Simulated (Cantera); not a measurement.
An adiabatic, constant-pressure homogeneous reactor starts with CH4 : C2H6 : O2 : N2 = 1 : 0.08 : 3.68 : 13.8 (molar parts), at 1375 K and 0.237 atm. Integrator tolerance rtol = 1e-08.

Cantera simulation using GRI-Mech 3.0 (53 species, 325 reactions); the numbers are that mechanism's predictions, not measurements.

Task: What does this change do: initial temperature 1375 to 1073 K?

Result: 
```csv
quantity,before,after
time of steepest temperature rise,2.33 ms,88.5 ms
temperature at 0.700 s,2417 K,2253 K
equilibrium temperature,2417 K,2252 K
x(CH4) at 0.700 s,<1e-12 (gas-phase equilibrium <1e-12),<1e-12 (gas-phase equilibrium <1e-12)
x(C2H6) at 0.700 s,<1e-12 (gas-phase equilibrium <1e-12),<1e-12 (gas-phase equilibrium <1e-12)
x(O2) at 0.700 s,0.0699 (gas-phase equilibrium 0.0699),0.0711 (gas-phase equilibrium 0.0708)
x(CH2O) at 0.700 s,2.99e-12 (gas-phase equilibrium 2.99e-12),<1e-12 (gas-phase equilibrium <1e-12)
x(H2) at 0.700 s,0.00330 (gas-phase equilibrium 0.00330),0.00139 (gas-phase equilibrium 0.00139)
```

Task: What does this change do: pressure from 0.237 atm to 22.7 atm?

Result: 
```json
[
 {"quantity": "time of steepest temperature rise", "before": "2.33 ms", "after": "0.101 ms"},
 {"quantity": "temperature at 0.700 s", "before": "2417 K", "after": "2546 K"},
 {"quantity": "equilibrium temperature", "before": "2417 K", "after": "2546 K"},
 {"quantity": "x(CH4) at 0.700 s", "before": "<1e-12 (gas-phase equilibrium <1e-12)", "after": "<1e-12 (gas-phase equilibrium <1e-12)"},
 {"quantity": "x(C2H6) at 0.700 s", "before": "<1e-12 (gas-phase equilibrium <1e-12)", "after": "<1e-12 (gas-phase equilibrium <1e-12)"},
 {"quantity": "x(O2) at 0.700 s", "before": "0.0699 (gas-phase equilibrium 0.0699)", "after": "0.0676 (gas-phase equilibrium 0.0676)"},
 {"quantity": "x(CH2O) at 0.700 s", "before": "2.99e-12 (gas-phase equilibrium 2.99e-12)", "after": "1.45e-11 (gas-phase equilibrium 1.45e-11)"},
 {"quantity": "x(H2) at 0.700 s", "before": "0.00330 (gas-phase equilibrium 0.00330)", "after": "0.000695 (gas-phase equilibrium 0.000695)"}
]
```
The pressure lies above the range GRI-Mech 3.0 was tuned for (to about 10 atm).
